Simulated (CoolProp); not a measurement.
Tetrahydrofuran along the isobar 0.847 MPa: Z from the reference equation and from simpler models built on Tc = 540.2 K, pc = 5.304 MPa, ω = 0.234; each cubic takes its own stable root.

Model: reference Helmholtz-energy equation of state, Fiedler 2023, in CoolProp.

```json
[
 {"T (K)": "245.2", "phase": "liquid", "reference": "0.03189", "van der Waals": "0.05226", "Redlich-Kwong": "0.03515"},
 {"T (K)": "249.7", "phase": "liquid", "reference": "0.03147", "van der Waals": "0.05153", "Redlich-Kwong": "0.03467"},
 {"T (K)": "254.2", "phase": "liquid", "reference": "0.03107", "van der Waals": "0.05084", "Redlich-Kwong": "0.03422"},
 {"T (K)": "258.7", "phase": "liquid", "reference": "0.03069", "van der Waals": "0.05018", "Redlich-Kwong": "0.03379"},
 {"T (K)": "263.2", "phase": "liquid", "reference": "0.03032", "van der Waals": "0.04954", "Redlich-Kwong": "0.03337"},
 {"T (K)": "267.7", "phase": "liquid", "reference": "0.02997", "van der Waals": "0.04893", "Redlich-Kwong": "0.03298"},
 {"T (K)": "272.2", "phase": "liquid", "reference": "0.02963", "van der Waals": "0.04834", "Redlich-Kwong": "0.03260"},
 {"T (K)": "276.7", "phase": "liquid", "reference": "0.02930", "van der Waals": "0.04778", "Redlich-Kwong": "0.03224"},
 {"T (K)": "281.3", "phase": "liquid", "reference": "0.02898", "van der Waals": "0.04723", "Redlich-Kwong": "0.03188"},
 {"T (K)": "285.8", "phase": "liquid", "reference": "0.02868", "van der Waals": "0.04671", "Redlich-Kwong": "0.03155"},
 {"T (K)": "290.3", "phase": "liquid", "reference": "0.02839", "van der Waals": "0.04621", "Redlich-Kwong": "0.03123"},
 {"T (K)": "294.8", "phase": "liquid", "reference": "0.02811", "van der Waals": "0.04574", "Redlich-Kwong": "0.03093"},
 {"T (K)": "299.3", "phase": "liquid", "reference": "0.02784", "van der Waals": "0.04528", "Redlich-Kwong": "0.03064"},
 {"T (K)": "303.8", "phase": "liquid", "reference": "0.02759", "van der Waals": "0.04484", "Redlich-Kwong": "0.03037"},
 {"T (K)": "308.3", "phase": "liquid", "reference": "0.02734", "van der Waals": "0.04443", "Redlich-Kwong": "0.03010"},
 {"T (K)": "312.8", "phase": "liquid", "reference": "0.02710", "van der Waals": "0.04402", "Redlich-Kwong": "0.02985"}
]
```
